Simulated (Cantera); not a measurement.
Charge: 1 mol MgCO₃, 0.82 mol O₂, 23 mol N₂, held at 1900 K and 0.610 bar.

Cantera equilibrium calculation (NASA polynomials, part measured and part estimated; ideal gas, pure solids and liquids). Candidate condensed phases: C, Mg, MgCO₃, MgO; 28 gas species. The numbers say what is thermodynamically allowed, not how fast it happens.

Base state: N₂ 0.925, CO₂ 0.0401, O₂ 0.0319, NO 0.00242, CO 0.000158, O 6.82e-5 (mole fractions); condensed: MgO(s).

Problem. What changes in the equilibrium state with this change: temperature from 1900 K to 1325 K?

Solution. 
| species | before | after |
|---|---|---|
| N₂ | 0.925 | 0.927 |
| CO₂ | 0.0401 | 0.0403 |
| O₂ | 0.0319 | 0.0329 |
| NO | 0.00242 | 0.000199 |
| CO | 0.000158 | 7.11e-8 |
| O | 6.82e-5 | 6.40e-8 |
| MgO(s), mol | 1.00 | 1.00 |

Problem. What changes in the equilibrium state with this change: O₂ from 0.82 to 0.37 mol?

Solution. 
```tsv
species	before	after
N₂	0.925	0.943
CO₂	0.0401	0.0408
O₂	0.0319	0.0145
NO	0.00242	0.00165
CO	0.000158	0.000238
O	6.82e-5	4.59e-5
MgO(s), mol	1.00	1.00
```

Problem. What changes in the equilibrium state with this change: O₂ from 0.82 to 2.7 mol?

Solution. 
| species | before | after |
|---|---|---|
| N₂ | 0.925 | 0.859 |
| O₂ | 0.0319 | 0.0990 |
| CO₂ | 0.0401 | 0.0374 |
| CO | 0.000158 | 8.34e-5 |
| O | 6.82e-5 | 0.000120 |
| NO | 0.00242 | 0.00411 |
| MgO(s), mol | 1.00 | 1.00 |
